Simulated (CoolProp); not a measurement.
Vapour-liquid equilibrium of toluene (1) + n-decane (2) at 0.802 MPa; x and y are mole fractions of (1).

Computed with CoolProp (multi-fluid Helmholtz-energy mixture model, Lemmon 2006 and Lemmon 2006; pair parameters Bell 2016).

| x | bubble temperature, mixture model (K) | bubble temperature, Raoult's law (K) | y, mixture model | y, Raoult's law |
|---|---|---|---|---|
| 0.05 | 546.0 | 544.6 | 0.100 | 0.141 |
| 0.125 | 538.5 | 536.1 | 0.243 | 0.313 |
| 0.2 | 531.1 | 528.4 | 0.372 | 0.449 |
| 0.275 | 524.0 | 521.4 | 0.484 | 0.558 |
| 0.35 | 517.2 | 515.0 | 0.581 | 0.647 |
| 0.425 | 511.0 | 509.2 | 0.662 | 0.720 |
| 0.5 | 505.2 | 503.9 | 0.731 | 0.780 |
| 0.575 | 500.0 | 499.0 | 0.788 | 0.830 |
| 0.65 | 495.2 | 494.4 | 0.838 | 0.872 |
| 0.725 | 490.8 | 490.2 | 0.880 | 0.908 |
| 0.8 | 486.7 | 486.3 | 0.917 | 0.938 |
| 0.875 | 482.8 | 482.6 | 0.951 | 0.964 |
| 0.95 | 479.2 | 479.1 | 0.981 | 0.987 |

The largest gap from Raoult's law is +2.7 K in bubble temperature, at x = 0.2. No azeotrope shows between x = 0.05 and 0.95.

The pair parameters rest on a limited set of measurements; away from them the model extrapolates.
